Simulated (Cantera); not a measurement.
Input (Python, Cantera) and output of one run.

```python
import numpy as np
import cantera as ct

gas_names = """
    C CH CH2 CH3 CH2OH CH3O CH4 CH3OH CO CO2 COOH C2 C2H CHCO,ketyl C2H2,acetylene C2H2,vinylidene
    CH2CO,ketene C2H3,vinyl CH3CO,acetyl C2H4 C2H4O,ethylen CH3CHO,ethanal CH3COOH (HCOOH)2 C2H5 C2H6
    CH3OCH3 C2H5OH C2O C3 C3H3,propargyl C3H4,allene C3H4,propyne C3H4,cyclo- C3H5,allyl C3H6,propylene
    C3H6,cyclo- C3H6O C3H7,n-propyl C3H7,i-propyl C3H8 C3H8O,1propanol C3H8O,2propanol C3O2 C4 C4H2
    C4H4,1,3-cyclo- C4H6,butadiene C4H6,2-butyne C4H6,cyclo- C4H8,1-butene C4H8,cis2-buten
    C4H8,tr2-butene C4H8,isobutene C4H8,cyclo- (CH3COOH)2 C4H9,n-butyl C4H9,i-butyl C4H9,s-butyl
    C4H9,t-butyl C4H10,isobutane C4H10,n-butane C5 C5H6,1,3cyclo- C5H8,cyclo- C5H10,1-pentene
    C5H10,cyclo- C5H11,pentyl C5H11,t-pentyl C5H12,n-pentane C5H12,i-pentane CH3C(CH3)2CH3 C6H2
    C6H5,phenyl C6H5O,phenoxy C6H6 C6H5OH,phenol C6H10,cyclo- C6H12,1-hexene C6H12,cyclo- C6H13,n-hexyl
    C7H7,benzyl C7H8 C7H8O,cresol C7H14,1-heptene C7H15,n-heptyl C7H16,n-heptane C8H8,styrene
    C8H10,ethylbenz C8H16,1-octene C8H17,n-octyl C8H18,isooctane C8H18,n-octane C9H19,n-nonyl
    C10H8,naphthale C10H21,n-decyl C12H9,o-bipheny C12H10,bipheny H HCO HO2 H2 HCHO,formaldehy HCOOH H2O
    H2O2 O OH O2 O3 Pb PbO Pb2
""".split()
cond_names = """
    C(gr) C6H6(L) C7H8(L) C8H18(L),n-octa H2O(s) H2O(L) Pb(cr) Pb(L) PbO(rd) PbO(yw) PbO(L) PbO2(s)
    Pb3O4(s)
""".split()


def load(file, names, dense=False):
    # The tables refer to 1 bar. Condensed volumes are neglected.
    table = {s.name: s for s in ct.Species.list_from_file(file)}
    out = []
    for n in names:
        d = dict(table[n].input_data)
        d["thermo"] = dict(d["thermo"], **{"reference-pressure": 1e5})
        if dense:
            d["equation-of-state"] = {"model": "constant-volume", "density": "1e6 g/cm^3"}
        out.append(ct.Species.from_dict(d))
    return out


gas = ct.Solution(thermo="ideal-gas", species=load("nasa_gas.yaml", gas_names))
cond = {s.name: ct.Solution(thermo="fixed-stoichiometry", species=[s], name=s.name)
        for s in load("nasa_condensed.yaml", cond_names, dense=True)}
atoms = {
    'Pb': {'Pb': 1},
    'CO': {'C': 1, 'O': 1},
    'H2': {'H': 2},
}
top_T = {'C(gr)': 4500, 'Pb3O4(s)': 820}  # K; cautious upper limits of use, not melting points


def equilibrate(T, P, feed):
    n = {}
    for name, mol in feed.items():
        for a, k in atoms[name].items():
            n[a] = n.get(a, 0.0) + k * mol
    gas.TPX = T, P, n
    mass = sum(n.values()) * gas.mean_molecular_weight
    gas.equilibrate("TP")
    valid = [c for c in cond.values() if c.min_temp <= T <= top_T.get(c.name, c.max_temp)]
    mix = ct.Mixture([(gas, mass / gas.mean_molecular_weight)] + [(c, 0.0) for c in valid])
    mix.T, mix.P = T, P
    mix.equilibrate("TP", solver="vcs", rtol=1e-11, max_steps=5000)
    return mix


results = []
feed = {'Pb': 1, 'CO': 2.3, 'H2': 4.9}  # mol
P = 1333.22  # Pa
for T in [1125, 1175, 1225, 1275, 1325, 1375, 1425]:
    mix = equilibrate(T, P, feed)
    results.append((T, P, feed, dict(zip(mix.species_names, mix.species_moles))))

top = {s: max(r[3][s] / sum(r[3][g] for g in gas_names) for r in results) for s in gas_names}
cols = sorted((s for s in top if top[s] > 1e-06), key=lambda s: -top[s])[:6]
seen = [c for c in cond_names if any(r[3].get(c, 0) > 1e-12 for r in results)]
print("log10 of partial pressures in bar; condensed amounts in mol")
print(f"{'T/K':>10s}" + "".join(f"{s[:9]:>10s}" for s in cols + seen))
for T, P, feed, n in results:
    ng = sum(n[g] for g in gas_names)
    print(f"{T:10.4g}" + "".join(f"{np.log10(max(n[s] / ng * P / 1e5, 1e-99)):10.3f}" for s in cols)
          + "".join(f"{n.get(c, 0):10.4g}" for c in seen))
```

Output:

```
log10 of partial pressures in bar; condensed amounts in mol
       T/K        H2        CO        Pb       H2O       CH4       CO2     C(gr)     Pb(L)
      1125    -2.049    -2.377    -3.723    -5.618    -5.637    -5.987 0.0006213    0.8964
      1175    -2.057    -2.385    -3.361    -5.902    -5.831    -6.338 0.0001319    0.7569
      1225    -2.074    -2.402    -3.029    -6.166    -6.046    -6.661         0    0.4573
      1275    -2.099    -2.427    -2.789    -6.397    -6.293    -6.946         0         0
      1325    -2.099    -2.427    -2.789    -6.563    -6.476    -7.162         0         0
      1375    -2.099    -2.427    -2.789    -6.713    -6.651    -7.357         0         0
      1425    -2.099    -2.427    -2.789    -6.843    -6.822    -7.528         0         0
```

Equilibrium computed with Cantera from the NASA thermochemical tables; the gas is ideal and each condensed phase is pure.
